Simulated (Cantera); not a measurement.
A closed system holds: 1 mol H2O, 0.093 mol O2, 1.2 mol H2, equilibrated at 598 K and 1.10 bar.

Method: chemical equilibrium by Gibbs-energy minimisation in Cantera with the NASA 1993 tables (ideal gas, pure condensed phases). Candidate condensed phases: H2O; 9 gas species. The numbers say what is thermodynamically allowed, not how fast it happens.

Base state: H2O 0.539, H2 0.461 (mole fractions); condensed: gas only.

**Question.** What changes in the equilibrium state with this change: temperature from 598 K to 2175 K?

**Answer.** 
```csv
species,before,after
H2O,0.539,0.538
H2,0.461,0.459
H,<1e-9,0.00315
OH,<1e-9,0.000496
```

**Question.** What changes in the equilibrium state with this change: temperature from 598 K to 2123.15 K?

**Answer.** 
| species | before | after |
|---|---|---|
| H2O | 0.539 | 0.538 |
| H2 | 0.461 | 0.459 |
| H | <1e-9 | 0.00232 |
| OH | <1e-9 | 0.000336 |

**Question.** What changes in the equilibrium state with this change: temperature from 598 K to 2125 K?

**Answer.** 
```csv
species,before,after
H2O,0.539,0.538
H2,0.461,0.459
H,<1e-9,0.00235
OH,<1e-9,0.000341
```
